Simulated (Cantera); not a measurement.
Charge: 1 mol Pb, 1.2 mol H₂, 0.65 mol N₂, held at 900 K and 6.90 bar.

Cantera equilibrium calculation (NASA polynomials, part measured and part estimated; ideal gas, pure solids and liquids). Candidate condensed phases: Pb; 11 gas species. Rates play no part.

Base state: H₂ 0.646, N₂ 0.351, NH₃ 0.00257 (mole fractions); condensed: Pb(l).

Question: What changes in the equilibrium state with this change: temperature from 900 K to 1600 K?

Answer: 
```tsv
species	before	after
H₂	0.646	0.643
N₂	0.351	0.348
Pb	1.98e-7	0.00878
H	<1e-9	1.66e-5
NH₃	0.00257	9.80e-5
Pb(l), mol	1.00	0.984
```
